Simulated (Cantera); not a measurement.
Input: 1 mol TiO2, 1.6 mol Cl2, 0.011 mol H2O, equilibrated at 1223 K and 1.20 bar.

Equilibrium computed with Cantera from the NASA thermochemical tables; the gas is ideal and each condensed phase is pure. Candidate condensed phases: H2O, Ti, TiCl2, TiCl3, TiCl4, TiO, TiO2, Ti2O3, Ti3O5, Ti4O7; 23 gas species. Rates play no part.

Base state: Cl2 0.971, HCl 0.0136, O2 0.00695, Cl 0.00538, TiCl4 0.00356, ClO 1.85e-5 (mole fractions); condensed: TiO2(rutile).

What changes in the equilibrium state with this change: 0.52 mol O2 added?


| species | before | after |
|---|---|---|
| Cl2 | 0.971 | 0.739 |
| O2 | 0.00695 | 0.245 |
| HCl | 0.0136 | 0.0103 |
| TiCl4 | 0.00356 | 5.86e-5 |
| ClO | 1.85e-5 | 9.60e-5 |
| Cl | 0.00538 | 0.00470 |
| TiO2(rutile), mol | 0.994 | 1.000 |
